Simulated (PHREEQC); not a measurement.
Reverse-osmosis reject (model solution)

A made-up water analysis in mg/L, 22 °C, pH 6.26, pe 12.5:

```csv
constituent,mg/L
Na,101
K,419
Ca,117
Mg,29.9
Cl,208
S(6) as SO4,271
Alkalinity as HCO3,683
Cd,47.3
Br,5.94
B,4.25
Si as SiO2,11.7
Zn,46.9
```

Valence states are taken as typed.

Computed with PHREEQC (ion-association model, wateq4f.dat).

No solid was allowed to form.

### Question
What ionic strength does the model give?

### Answer
ionic strength 0.0286 mol/kgw.

### Question
In which forms is Br present?

### Answer
Br- 98 %, CdBr+ 2.0 % of the Br.

Saturation is exceeded, for instance for Otavite, ZnCO3:H2O; the values hold only as long as no solid forms. Complexes and solids missing from the database can't appear. The database's cadmium carbonate complexes are estimates of doubtful size. The database's zinc carbonate complexes are estimates, stronger than later reviews accept.
